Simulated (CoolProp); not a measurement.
Aqueous ethanol as a coolant, at -6 °C, 1 atm.

Model: Melinder's fits for secondary coolants, in CoolProp.

| mass % | freezing point (°C) | viscosity (mPa s) | density (kg/m³) | Prandtl number | cp (kJ/(kg K)) |
|---|---|---|---|---|---|
| 16.6 | -8.5 | 6.44 | ? | 62.0 | 4.422 |
| 22 | -12.8 | 7.94 | 975.4 | ? | 4.342 |
| 27.5 | -17.8 | 9.13 | ? | 94.8 | 4.211 |
| 33 | ? | 9.80 | 964.0 | 105 | ? |
| 38.4 | -28.1 | 9.92 | 956.1 | 108 | 3.889 |
| 43.9 | ? | 9.59 | 946.4 | 107 | 3.729 |

Q: Fill in the missing entries.

A: 
- 16.6, density (kg/m³): 979.5
- 22, Prandtl number: 79.8
- 27.5, density (kg/m³): 970.4
- 33, freezing point (°C): -23.0
- 33, cp (kJ/(kg K)): 4.052
- 43.9, freezing point (°C): -32.9
